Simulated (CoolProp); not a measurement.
Octamethylcyclotetrasiloxane (D4) along the isotherm 508.2 K: Z from the reference equation and from simpler models built on Tc = 586.5 K, pc = 1347 kPa, ω = 0.598; each cubic takes its own stable root.

Model: reference Helmholtz-energy equation of state, Thol 2015, in CoolProp.

```tsv
p (kPa)	phase	reference
962	liquid	0.09945
1920	liquid	0.1956
2890	liquid	0.2906
3850	liquid	0.3830
4810	liquid	0.4738
5770	liquid	0.5633
6740	liquid	0.6527
7700	liquid	0.7401
8660	liquid	0.8267
9620	liquid	0.9124
10600	liquid	0.9991
11500	liquid	1.078
12500	liquid	1.165
13500	liquid	1.252
```

How far does each simpler model (van der Waals, Redlich-Kwong, Soave-Redlich-Kwong, Peng-Robinson) lie from the reference over these 14 states: mean and median of the absolute difference, and the worst?


- van der Waals: mean 51.6 %, median 48.7 %, worst +71.7 % at 508.2 K and 962 kPa
- Redlich-Kwong: mean 12.4 %, median 10.7 %, worst +24.6 % at 508.2 K and 962 kPa
- Soave-Redlich-Kwong: mean 7.2 %, median 6.5 %, worst +12.4 % at 508.2 K and 962 kPa
- Peng-Robinson: mean 4.5 %, median 5.0 %, worst -6.5 % at 508.2 K and 13500 kPa
